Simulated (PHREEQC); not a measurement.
Solution (25 °C): 36 mmol/kgw NH3 and 12 mmol/kgw K2CO3. Closed to the air; pH follows from the charge balance.

Computed with PHREEQC (ion-association model, wateq4f.dat).

```
Quantity                   Value
----------------  --------------
pH                         11.13
ionic strength    0.0355 mol/kgw
total alkalinity     60.0 meq/kg
```

```json
[
 {"species": "NH3", "molality": "0.0355", "activity": "0.0355", "log γ": "0.000"},
 {"species": "K+", "molality": "0.0240", "activity": "0.0200", "log γ": "-0.078"},
 {"species": "CO3-2", "molality": "0.0109", "activity": "0.00564", "log γ": "-0.288"},
 {"species": "OH-", "molality": "0.00161", "activity": "0.00134", "log γ": "-0.079"},
 {"species": "HCO3-", "molality": "0.00106", "activity": "0.000896", "log γ": "-0.072"},
 {"species": "NH4+", "molality": "0.000552", "activity": "0.000464", "log γ": "-0.075"},
 {"species": "CO2", "molality": "1.49e-8", "activity": "1.50e-8", "log γ": "0.004"}
]
```

Precipitation was switched off in this run. Species that the database lacks are ignored. Carbamate, which ammonia and carbonate form, is missing from the database.
